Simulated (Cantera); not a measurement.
Input: 1 mol toluene, 0.19 mol CO₂, 0.27 mol N₂, held at 14.0 bar.

Equilibrium computed with Cantera from the NASA thermochemical tables; the gas is ideal and each condensed phase is pure. Candidate condensed phases: C, C₆H₆, C₇H₈, C₈H₁₈, H₂O; 136 gas species. Rates play no part.

log p: log10 of the partial pressure in bar; n: condensed amount in mol.

```json
[
 {"T (°C)": "450", "log p CH₄": "0.97", "log p H₂": "0.12", "log p H₂O": "0.28", "log p N₂": "0.16", "log p CO": "-2.15", "log p CO₂": "-1.11", "log p NH₃": "-1.89", "n C(graphite)": "5.47"},
 {"T (°C)": "475", "log p CH₄": "0.95", "log p H₂": "0.22", "log p H₂O": "0.27", "log p N₂": "0.16", "log p CO": "-1.93", "log p CO₂": "-1.08", "log p NH₃": "-1.88", "n C(graphite)": "5.50"},
 {"T (°C)": "500", "log p CH₄": "0.94", "log p H₂": "(withheld)", "log p H₂O": "0.26", "log p N₂": "0.15", "log p CO": "(withheld)", "log p CO₂": "-1.06", "log p NH₃": "-1.87", "n C(graphite)": "5.53"},
 {"T (°C)": "525", "log p CH₄": "0.92", "log p H₂": "0.39", "log p H₂O": "0.25", "log p N₂": "0.14", "log p CO": "-1.53", "log p CO₂": "-1.04", "log p NH₃": "-1.86", "n C(graphite)": "5.57"},
 {"T (°C)": "550", "log p CH₄": "0.90", "log p H₂": "0.46", "log p H₂O": "0.23", "log p N₂": "0.14", "log p CO": "-1.35", "log p CO₂": "-1.03", "log p NH₃": "-1.86", "n C(graphite)": "5.62"},
 {"T (°C)": "575", "log p CH₄": "0.87", "log p H₂": "(withheld)", "log p H₂O": "0.21", "log p N₂": "0.13", "log p CO": "(withheld)", "log p CO₂": "-1.02", "log p NH₃": "-1.86", "n C(graphite)": "5.67"},
 {"T (°C)": "600", "log p CH₄": "0.84", "log p H₂": "0.60", "log p H₂O": "0.19", "log p N₂": "0.12", "log p CO": "-1.03", "log p CO₂": "-1.01", "log p NH₃": "-1.87", "n C(graphite)": "5.72"},
 {"T (°C)": "625", "log p CH₄": "0.81", "log p H₂": "0.65", "log p H₂O": "0.17", "log p N₂": "0.11", "log p CO": "-0.89", "log p CO₂": "-1.00", "log p NH₃": "-1.88", "n C(graphite)": "5.77"},
 {"T (°C)": "650", "log p CH₄": "0.78", "log p H₂": "0.71", "log p H₂O": "0.14", "log p N₂": "0.09", "log p CO": "-0.75", "log p CO₂": "-1.01", "log p NH₃": "-1.89", "n C(graphite)": "5.83"},
 {"T (°C)": "675", "log p CH₄": "0.74", "log p H₂": "0.75", "log p H₂O": "0.11", "log p N₂": "0.08", "log p CO": "-0.63", "log p CO₂": "-1.02", "log p NH₃": "-1.91", "n C(graphite)": "5.89"},
 {"T (°C)": "700", "log p CH₄": "0.70", "log p H₂": "0.80", "log p H₂O": "0.07", "log p N₂": "0.07", "log p CO": "-0.52", "log p CO₂": "-1.04", "log p NH₃": "-1.93", "n C(graphite)": "5.95"},
 {"T (°C)": "725", "log p CH₄": "0.66", "log p H₂": "0.83", "log p H₂O": "0.02", "log p N₂": "0.06", "log p CO": "-0.42", "log p CO₂": "-1.07", "log p NH₃": "-1.95", "n C(graphite)": "6.01"},
 {"T (°C)": "750", "log p CH₄": "0.61", "log p H₂": "0.87", "log p H₂O": "-0.03", "log p N₂": "0.04", "log p CO": "-0.33", "log p CO₂": "-1.11", "log p NH₃": "-1.98", "n C(graphite)": "6.07"}
]
```

Problem. What belongs in the gaps?

Solution. 
- 575, log p H₂: 0.53
- 575, log p CO: -1.19
- 500, log p H₂: 0.31
- 500, log p CO: -1.72
